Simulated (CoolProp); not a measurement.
Dry air at 323.28 K and 0.191 MPa is throttled through a valve to 0.0716 MPa with no heat exchange. Each further row changes one setting.

Model: reference Helmholtz-energy equation of state, Lemmon 2000, in CoolProp. It is a pseudo-pure fit of the blend.

| case | temperature change (K) | final density (kg/m³) |
|---|---|---|
| as stated | -0.2 | 0.772 |
| outlet pressure 0.0215 MPa | -0.3 | 0.232 |
| outlet pressure 0.0931 MPa | -0.2 | 1.00 |
